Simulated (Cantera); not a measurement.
An adiabatic, constant-volume homogeneous reactor starts with H2 : O2 : N2 : H2O = 1 : 0.278 : 1.04 : 0.22 (molar parts), equivalence ratio 1.8, at 1200 K and 4.93 atm. Integrator tolerance rtol = 1e-08.

Detailed kinetics in Cantera: the H2/O2 subset of GRI-Mech 3.0, which has no nitrogen chemistry. The hydrogen kinetics of GRI-Mech 3.0 are dated; newer H2 mechanisms differ, most at raised pressure.

```
quantity                                                              before                                    after
---------------------------------  -----------------------------------------  ---------------------------------------
time of steepest temperature rise                                    90.8 µs                                  10.6 ms
temperature at 0.200 s                                                2876 K                                   2776 K
equilibrium temperature                                               2876 K                                   2776 K
x(H2) at 0.200 s                         0.192 (gas-phase equilibrium 0.192)      0.193 (gas-phase equilibrium 0.193)
x(O2) at 0.200 s                   0.000236 (gas-phase equilibrium 0.000236)  9.69e-5 (gas-phase equilibrium 9.69e-5)
x(H2O) at 0.200 s                        0.331 (gas-phase equilibrium 0.331)      0.336 (gas-phase equilibrium 0.336)
x(H2O2) at 0.200 s                   2.39e-7 (gas-phase equilibrium 2.39e-7)  1.40e-7 (gas-phase equilibrium 1.40e-7)
x(OH) at 0.200 s                     0.00740 (gas-phase equilibrium 0.00740)  0.00450 (gas-phase equilibrium 0.00450)
x(HO2) at 0.200 s                    6.79e-7 (gas-phase equilibrium 6.79e-7)  2.96e-7 (gas-phase equilibrium 2.96e-7)
```

### Question
Name the change that produced these shifts.
A) initial temperature 1200 to 1100 K
B) initial temperature 1200 to 1000 K
C) initial temperature 1200 to 1048 K
D) pressure from 4.93 atm to 9.87 atm

### Answer
B, initial temperature 1200 to 1000 K
